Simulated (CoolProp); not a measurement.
Cyclopentane along the isobar 2.99 MPa: Z from the reference equation and from simpler models built on Tc = 511.7 K, pc = 4.583 MPa, ω = 0.202; each cubic takes its own stable root.

Computed with CoolProp (reference Helmholtz-energy equation of state, Gedanitz 2015).

```csv
T (K),phase,reference
302.3,liquid,0.1129
318.8,liquid,0.1094
335.4,liquid,0.1065
351.9,liquid,0.1041
368.4,liquid,0.1022
384.9,liquid,0.1007
401.4,liquid,0.09974
417.9,liquid,0.09929
434.4,liquid,0.09950
450.9,liquid,0.1006
467.4,liquid,0.1032
484,gas,0.6117
500.5,gas,0.6824
517,gas,0.7307
533.5,gas,0.7673
550,gas,0.7966
```

### Question
How far does each simpler model (van der Waals, Redlich-Kwong, Soave-Redlich-Kwong, Peng-Robinson) lie from the reference over these 16 states: mean and median of the absolute difference, and the worst?

### Answer
- van der Waals: mean 70.2 %, median 55.2 %, worst +533.0 % at 467.4 K and 2.99 MPa
- Redlich-Kwong: mean 7.6 %, median 7.2 %, worst +18.9 % at 467.4 K and 2.99 MPa
- Soave-Redlich-Kwong: mean 5.2 %, median 4.4 %, worst +13.8 % at 467.4 K and 2.99 MPa
- Peng-Robinson: mean 4.3 %, median 4.8 %, worst -7.6 % at 318.8 K and 2.99 MPa

At some of these states van der Waals gives the other phase, because its saturation line lies elsewhere.
